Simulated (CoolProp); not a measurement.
Sulfur dioxide at several states: density (kg/m³) from the reference equation and from simpler models built on Tc = 157.5 °C, pc = 78.87 bar, ω = 0.256; each cubic takes its own stable root.

Model: reference Helmholtz-energy equation of state, Gao 2016, in CoolProp.

```
T (°C)  p (bar)          phase  reference
------  -------  -------------  ---------
193.25    0.629            gas      1.041
205.75      182  supercritical      699.4
-64.35    0.284         liquid       1600
-39.75      176         liquid       1558
```

Problem. How far does each simpler model (Redlich-Kwong, Soave-Redlich-Kwong, Peng-Robinson) lie from the reference over these 4 states: mean and median of the absolute difference, and the worst?

Solution. 
- Redlich-Kwong: mean 8.7 %, median 10.8 %, worst -13.4 % at -64.35 °C and 0.284 bar
- Soave-Redlich-Kwong: mean 9.6 %, median 11.3 %, worst -15.8 % at 205.75 °C and 182 bar
- Peng-Robinson: mean 2.5 %, median 0.4 %, worst -9.0 % at 205.75 °C and 182 bar
